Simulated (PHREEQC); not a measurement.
KOH is added in steps, without added water, to 1 kg of water holding 0.0046 mol/kgw CuSO4, 3.1e-05 mol/kgw HCl and 0.018 mol/kgw Na2SO4, at 25 °C. Oxygen alone is held at its pressure in air (log pO2 = -0.68). The system is closed to CO2. Solids allowed: Cu(OH)2, Brochantite, Antlerite, Atacamite, Halite, Mirabilite, Chalcanthite. Others were left out.

Base run: PHREEQC, ion-association model, wateq4f.dat. Each further column changes one thing. The table gives pH.

```tsv
KOH added (mol)	base	diluted 2-fold with water	HCl from 3.1e-05 to 4.65e-05 mol/kgw	diluted 5-fold with water	no solid may form
0	4.79	4.97	4.66	5.23	4.82
0.001917	4.91	5.29	4.91	9.80	6.55
0.003833	5.10	8.48	5.10	11.24	6.97
0.00575	5.40	10.98	5.40	11.53	7.38
0.006708	5.85	11.24	5.83	11.63	7.59
0.008625	8.58	11.52	8.58	11.77	8.11
0.01054	11.02	11.69	11.01	11.87	11.00
0.01246	11.41	11.81	11.41	11.96	11.39
0.01438	11.61	11.90	11.61	12.03	11.59
0.01629	11.75	11.98	11.74	12.09	11.73
0.01725	11.80	12.01	11.80	12.12	11.78
0.01917	11.89	12.07	11.89	12.16	11.87
0.02108	11.97	12.13	11.97	12.21	11.95
0.023	12.03	12.17	12.03	12.25	12.01
```

The database's constant for dissolved Cu(OH)2 is higher than later reviews accept. In at least one series the solution becomes supersaturated in solids that the run did not let form, among them Cu(OH)2, Brochantite, Antlerite, Atacamite.
